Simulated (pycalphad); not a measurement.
**Phase fractions of Ti-0.96Si-1.92Mn (at.%)**

CALPHAD calculation (pycalphad, COST 507 light-alloy database (1999)), 1 atm. The database dates from 1999; later assessments differ in places, in temperatures and in the compounds included. Not assessed as a whole: an extrapolation from subsystems, which can miss ternary compounds. Phase fractions are per mole of atoms. Diffusion is slow at the low end, where real alloys seldom reach equilibrium.

```json
[
 {"T (K)": "1925", "liquid": "1.000", "bcc": "-", "hcp": "-", "SITI3": "-", "ALPHA_TIMN": "-"},
 {"T (K)": "1850", "liquid": "0.255", "bcc": "0.745", "hcp": "-", "SITI3": "-", "ALPHA_TIMN": "-"},
 {"T (K)": "1775", "liquid": "0.004", "bcc": "0.996", "hcp": "-", "SITI3": "-", "ALPHA_TIMN": "-"},
 {"T (K)": "1700", "liquid": "-", "bcc": "1.000", "hcp": "-", "SITI3": "-", "ALPHA_TIMN": "-"},
 {"T (K)": "1175", "liquid": "-", "bcc": "1.000", "hcp": "-", "SITI3": "-", "ALPHA_TIMN": "-"},
 {"T (K)": "1100", "liquid": "-", "bcc": "0.990", "hcp": "0.010", "SITI3": "-", "ALPHA_TIMN": "-"},
 {"T (K)": "1025", "liquid": "-", "bcc": "0.293", "hcp": "0.692", "SITI3": "0.015", "ALPHA_TIMN": "-"},
 {"T (K)": "950", "liquid": "-", "bcc": "0.158", "hcp": "0.822", "SITI3": "0.020", "ALPHA_TIMN": "-"},
 {"T (K)": "875", "liquid": "-", "bcc": "0.108", "hcp": "0.870", "SITI3": "0.023", "ALPHA_TIMN": "-"},
 {"T (K)": "800", "liquid": "-", "bcc": "-", "hcp": "0.944", "SITI3": "0.024", "ALPHA_TIMN": "0.032"},
 {"T (K)": "725", "liquid": "-", "bcc": "-", "hcp": "0.940", "SITI3": "0.025", "ALPHA_TIMN": "0.035"},
 {"T (K)": "650", "liquid": "-", "bcc": "-", "hcp": "0.937", "SITI3": "0.027", "ALPHA_TIMN": "0.037"},
 {"T (K)": "575", "liquid": "-", "bcc": "-", "hcp": "0.934", "SITI3": "0.028", "ALPHA_TIMN": "0.038"},
 {"T (K)": "500", "liquid": "-", "bcc": "-", "hcp": "0.932", "SITI3": "0.030", "ALPHA_TIMN": "0.038"}
]
```

Database names, with the compositions (at.%) that they take in these runs: SITI3: Ti 75 Si 25; ALPHA_TIMN: Ti 50 Mn 50.
